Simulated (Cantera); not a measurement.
A perfectly stirred reactor is fed with 64.9 % CH4, 35.1 % H2O, at 5.00 bar; it is held at 2048 K, and followed from long to short residence time.

Cantera simulation using GRI-Mech 3.0 (53 species, 325 reactions); the numbers are that mechanism's predictions, not measurements. GRI-Mech 3.0 stops at C3 and has no aromatics, soot or wall deposition, so with more carbon than oxygen in the feed, carbon stays in small species such as C2H2 where larger ones or solid carbon would form.

Predict: x(CH4) at τ = 3.60 s; x(H2O) at τ = 3.60 s; x(CH2O) at τ = 3.60 s; x(H2) at τ = 3.60 s; x(HCO) at τ = 3.60 s; x(CH4) at τ = 0.160 s; x(H2O) at τ = 0.160 s; x(CH2O) at τ = 0.160 s; x(H2) at τ = 0.160 s; x(HCO) at τ = 0.160 s.


```
Property                  Result
----------------------  --------
x(CH4) at τ = 3.60 s     0.00986
x(H2O) at τ = 3.60 s    0.000533
x(CH2O) at τ = 3.60 s    2.68e-7
x(H2) at τ = 3.60 s        0.741
x(HCO) at τ = 3.60 s     2.45e-7
x(CH4) at τ = 0.160 s     0.0131
x(H2O) at τ = 0.160 s     0.0104
x(CH2O) at τ = 0.160 s   3.04e-7
x(H2) at τ = 0.160 s       0.731
x(HCO) at τ = 0.160 s    2.33e-7
```
